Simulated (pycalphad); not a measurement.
Effect of B content in Ti-B

Computed with pycalphad from the COST 507 light-alloy database (1999), at 1 atm. The database dates from 1999; later assessments differ in places, in temperatures and in the compounds included. Amounts are mole fractions of atoms. Kinetics are ignored, which matters at the lower temperatures.

```tsv
alloy	liquidus (K)	first solid	solidus (K)	phases at 850 K
Ti-11.1B (at.%)	1894	BM	1814	hcp 0.78, BM 0.22
Ti-16.65B (at.%)	1965	BM	1814	hcp 0.67, BM 0.33
Ti-22.2B (at.%)	2053	BM	1814	hcp 0.56, BM 0.44
Ti-33.3B (at.%)	2338	BM	1814	BM 0.67, hcp 0.33
Ti-44.4B (at.%)	2819	B2M	1814	BM 0.89, hcp 0.11
Ti-66.6B (at.%)	3489	B2M	2474	B2M 0.99, B4M3 0.01
```

Database names, with the compositions (at.%) that they take in these runs: BM: Ti 50 B 50; B2M: B 67 Ti 33; B4M3: B 57 Ti 43.
